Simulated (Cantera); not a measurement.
Feed: 1 mol PH₃, 3.5 mol H₂O, held at 37.0 mbar.

Equilibrium computed with Cantera from the NASA thermochemical tables; the gas is ideal and each condensed phase is pure. Candidate condensed phases: H₂O, P, P₄O₁₀; 17 gas species. Gases not in the tables: HPO₂, HPO₃ and P₄O₆. Kinetics and transport are ignored.

### Question
At 2748 K, list the 6 most abundant gas species with their mole fractions, and the condensed phases.

### Answer
H₂ 0.348, H₂O 0.243, H 0.208, PO 0.0892, PO₂ 0.0532, OH 0.0389. Condensed: gas only.
